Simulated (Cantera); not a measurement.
## Adiabatic ignition

An adiabatic, constant-pressure homogeneous reactor starts with CH₄ : O₂ : N₂ : CO₂ = 1 : 4.65 : 17.5 : 1.1 (molar parts), at 1748 K and 4.93 atm.

Cantera simulation using GRI-Mech 3.0 (53 species, 325 reactions); the numbers are that mechanism's predictions, not measurements.

```json
[
 {"t (s)": "3.00e-6", "T (K)": "1748", "x CH₄": "0.0412", "x O₂": "0.192", "x CO₂": "0.0454", "x NO": "1.74e-12", "x C₂H₄": "2.98e-8"},
 {"t (s)": "7.33e-6", "T (K)": "1748", "x CH₄": "0.0411", "x O₂": "0.192", "x CO₂": "0.0454", "x NO": "8.04e-12", "x C₂H₄": "7.61e-7"},
 {"t (s)": "1.79e-5", "T (K)": "1750", "x CH₄": "0.0400", "x O₂": "0.191", "x CO₂": "0.0454", "x NO": "6.73e-11", "x C₂H₄": "3.14e-5"},
 {"t (s)": "4.38e-5", "T (K)": "2281", "x CH₄": "<1e-12", "x O₂": "0.112", "x CO₂": "0.0633", "x NO": "1.76e-5", "x C₂H₄": "<1e-12"},
 {"t (s)": "0.000107", "T (K)": "2497", "x CH₄": "<1e-12", "x O₂": "0.108", "x CO₂": "0.0813", "x NO": "0.000215", "x C₂H₄": "<1e-12"},
 {"t (s)": "0.000262", "T (K)": "2504", "x CH₄": "<1e-12", "x O₂": "0.108", "x CO₂": "0.0819", "x NO": "0.000583", "x C₂H₄": "<1e-12"},
 {"t (s)": "0.000641", "T (K)": "2502", "x CH₄": "<1e-12", "x O₂": "0.108", "x CO₂": "0.0819", "x NO": "0.00145", "x C₂H₄": "<1e-12"},
 {"t (s)": "0.00157", "T (K)": "2499", "x CH₄": "<1e-12", "x O₂": "0.107", "x CO₂": "0.0820", "x NO": "0.00338", "x C₂H₄": "<1e-12"},
 {"t (s)": "0.00383", "T (K)": "2492", "x CH₄": "<1e-12", "x O₂": "0.105", "x CO₂": "0.0821", "x NO": "0.00710", "x C₂H₄": "<1e-12"},
 {"t (s)": "0.00936", "T (K)": "2484", "x CH₄": "<1e-12", "x O₂": "0.102", "x CO₂": "0.0822", "x NO": "0.0119", "x C₂H₄": "<1e-12"},
 {"t (s)": "0.0229", "T (K)": "2480", "x CH₄": "<1e-12", "x O₂": "0.101", "x CO₂": "0.0823", "x NO": "0.0144", "x C₂H₄": "<1e-12"},
 {"t (s)": "0.0560", "T (K)": "2479", "x CH₄": "<1e-12", "x O₂": "0.101", "x CO₂": "0.0823", "x NO": "0.0147", "x C₂H₄": "<1e-12"},
 {"t (s)": "0.137", "T (K)": "2479", "x CH₄": "<1e-12", "x O₂": "0.101", "x CO₂": "0.0823", "x NO": "0.0147", "x C₂H₄": "<1e-12"},
 {"t (s)": "0.335", "T (K)": "2479", "x CH₄": "<1e-12", "x O₂": "0.101", "x CO₂": "0.0823", "x NO": "0.0147", "x C₂H₄": "<1e-12"},
 {"t (s)": "0.818", "T (K)": "2479", "x CH₄": "<1e-12", "x O₂": "0.101", "x CO₂": "0.0823", "x NO": "0.0147", "x C₂H₄": "<1e-12"},
 {"t (s)": "2.00", "T (K)": "2479", "x CH₄": "<1e-12", "x O₂": "0.101", "x CO₂": "0.0823", "x NO": "0.0147", "x C₂H₄": "<1e-12"}
]
```
x: mole fraction; the columns are a selection and need not sum to one.

* **time of steepest temperature rise**: 38.3 µs
* **temperature at 2.00 s**: 2479 K
* **equilibrium temperature**: 2479 K
* **x(CH₄) at 2.00 s**: <1e-12 (gas-phase equilibrium <1e-12)
* **x(O₂) at 2.00 s**: 0.101 (gas-phase equilibrium 0.101)
* **x(CO₂) at 2.00 s**: 0.0823 (gas-phase equilibrium 0.0823)
